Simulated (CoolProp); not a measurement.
Values from CoolProp's reference Helmholtz-energy equation of state, Zhou 2012.

### Question
For p-xylene, give the phase and the Joule-Thomson coefficient (K/MPa), expansivity (1/kK), Prandtl number at 305.05 °C and 177 bar.

### Answer
- 305.05 °C and 177 bar: liquid; Joule-Thomson coefficient -0.0369, expansivity 1.63, Prandtl number 3.10

Viscosity comes from a separate model (Balogun 2015). Thermal conductivity comes from a separate model (Mylona 2014).
